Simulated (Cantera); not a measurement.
An isothermal, constant-pressure homogeneous reactor starts with CH4 : CO2 : H2 = 1 : 0.92 : 0.27 (molar parts), at 1825 K and 210 Torr.

Cantera simulation using GRI-Mech 3.0 (53 species, 325 reactions); the numbers are that mechanism's predictions, not measurements.

One state of this run: x CH4 = 0.333; x CO2 = 0.378; x H2 = 0.216; x C2H2 = 0.0239; x H2O = 0.0110; x C2H = 2.42e-7; x C2H4 = 0.0171. x: mole fraction; the columns are a selection and need not sum to one.

Problem. Which value of t (s) does it belong to?
(A) 0.00815
(B) 0.000902
(C) 0.0736
(D) 2.00

Solution. B, 0.000902
